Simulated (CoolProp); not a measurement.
Vapour pressure (MPa) of R21: the reference equation beside estimates from Tc = 179.6 °C, pc = 5.289 MPa, ω = 0.206. Clausius-Clapeyron is anchored at 36.95 °C with a constant enthalpy of vaporisation of 22.97 kJ/mol.

Values from CoolProp's reference Helmholtz-energy equation of state, Platzer 1990. This equation is an older, rougher fit; its heat capacities, sound speeds and derivatives of the liquid may be far off and weren't checked against measurements.

```csv
T (°C),reference,Lee-Kesler,Clausius-Clapeyron,van der Waals,Soave-Redlich-Kwong,Peng-Robinson
15.85,0.1319,0.1305,0.1404,0.6511,0.1308,0.1320
22.85,0.1693,0.1677,0.1760,0.7415,0.1679,0.1688
29.95,0.2151,0.2134,0.2190,0.8414,0.2134,0.2139
36.95,0.2690,0.2673,0.2690,0.9481,0.2672,0.2670
44.05,0.3337,0.3319,0.3284,1.065,0.3318,0.3307
51.05,0.4084,0.4067,0.3963,1.189,0.4066,0.4044
58.15,0.4964,0.4947,0.4757,1.325,0.4948,0.4912
65.15,0.5963,0.5948,0.5653,1.468,0.5953,0.5901
72.25,0.7121,0.7108,0.6686,1.622,0.7122,0.7050
79.25,0.8418,0.8407,0.7837,1.784,0.8434,0.8341
86.35,0.9904,0.9895,0.9149,1.959,0.9941,0.9824
```

Absolute difference from the reference over all 11 rows, mean and median: Lee-Kesler 0.5 and 0.4 %, Clausius-Clapeyron 4.3 and 4.2 %, van der Waals 212.4 and 191.1 %, Soave-Redlich-Kwong 0.5 and 0.4 %, Peng-Robinson 0.8 and 0.9 %.
